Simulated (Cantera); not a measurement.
## Iron carbonyl, mercury and lead vapours: Pb + H2

Input: 1 mol Pb, 14 mol H2, held at 325 °C and 100 Torr.

Cantera equilibrium calculation (NASA polynomials, part measured and part estimated; ideal gas, pure solids and liquids). Candidate condensed phases: Pb; 4 gas species. Equilibrium is a limit: real reactors are often held back by kinetics, nucleation or transport.

```yaml
x(H2): 1.00
n(Pb(s)): 1.00 mol
gas_amount: 14.00 mol
```
